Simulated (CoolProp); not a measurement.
Properties of R152A along the isobar 4.8 MPa (Tc = 113.3 °C, pc = 4.517 MPa, ω = 0.275).

The numbers come from the reference Helmholtz-energy equation of state, Outcalt 1996 in CoolProp. It is a modified Benedict-Webb-Rubin equation, recast in Helmholtz form.

```
T (°C)           phase  expansivity (1/kK)  conductivity (mW/(m K))
-------  -------------  ------------------  -----------------------
-106.35         liquid                 ___                      175
-73.05          liquid               1.661                      154
-39.65          liquid               1.843                      135
-6.35           liquid               2.132                      ___
26.95           liquid                 ___                      103
60.25           liquid               3.662                     89.5
93.55           liquid               7.171                     75.2
126.85   supercritical                 ___                     40.6
160.25   supercritical                 ___                     34.5
193.55   supercritical               4.729                     35.4
226.85   supercritical               3.634                      ___
```

Question: Some entries are withheld; supply them.

Answer: 
- -106.35, expansivity (1/kK): 1.539
- -6.35, conductivity (mW/(m K)): 118
- 26.95, expansivity (1/kK): 2.630
- 126.85, expansivity (1/kK): 22.31
- 160.25, expansivity (1/kK): 7.234
- 226.85, conductivity (mW/(m K)): 37.5

Thermal conductivity comes from a separate model (Krauss 1996).
